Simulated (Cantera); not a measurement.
A perfectly stirred reactor is fed with 66.2 % N2O, 33.8 % O2, at 0.660 bar; it is held at 1475 K, and followed from long to short residence time.

Computed with Cantera and GRI-Mech 3.0 (53 species, 325 reactions). GRI-Mech 3.0 was tuned for natural gas; its chemistry of N2O as a main component is partial and can be far from experiment. The temperature is held fixed by assumption; the heat of reaction is taken as removed at once.

x: mole fraction; the columns are a selection and need not sum to one.

```tsv
τ (s)	x N2O	x O2	x O	x N2	x NO2	x NO
11	0.00294	0.487	7.68e-6	0.481	0.000163	0.0285
2.9	(withheld)	0.478	(withheld)	0.468	(withheld)	(withheld)
0.78	0.0323	0.463	2.16e-5	0.442	0.000314	0.0629
0.21	0.0941	0.441	3.31e-5	0.389	0.000363	0.0755
0.055	0.238	0.410	4.44e-5	0.285	0.000313	0.0670
0.015	0.436	0.375	5.09e-5	0.151	0.000171	0.0384
0.0039	0.582	0.351	5.34e-5	0.0533	5.45e-5	0.0140
0.0010	0.639	0.341	5.39e-5	0.0151	1.04e-5	0.00399
0.00027	0.656	0.339	5.32e-5	(withheld)	(withheld)	(withheld)
```

### Question
Fill in the missing entries.

### Answer

- 2.9, x N2O: 0.0102
- 2.9, x O: 1.31e-5
- 2.9, x NO2: 0.000233
- 2.9, x NO: 0.0442
- 0.00027, x N2: 0.00415
- 0.00027, x NO2: 1.29e-6
- 0.00027, x NO: 0.00109
